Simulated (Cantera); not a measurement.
A closed system holds: 1 mol TiCl4, 0.4 mol CH4, at 22.0 mbar.

Cantera equilibrium calculation (NASA polynomials, part measured and part estimated; ideal gas, pure solids and liquids). Candidate condensed phases: C, C6H6, C7H8, C8H18, Ti, TiC, TiCl2, TiCl3, TiCl4; 96 gas species. TiC: taken at fixed stoichiometry. Rates play no part.

Task: What share of the Ti ends up in condensed phases as a function of T (K), at 1148, 1248, 1348, 1448, 1548, 1648, 1748, 1848, 1948?

Result: 
| T (K) | Ti condensed (%) | as |
|---|---|---|
| 1148 | 11.7 | TiC(s) |
| 1248 | 14.3 | TiC(s) |
| 1348 | 16.0 | TiC(s) |
| 1448 | 16.6 | TiC(s) |
| 1548 | 16.7 | TiC(s) |
| 1648 | 16.5 | TiC(s) |
| 1748 | 16.2 | TiC(s) |
| 1848 | 16.0 | TiC(s) |
| 1948 | 15.9 | TiC(s) |
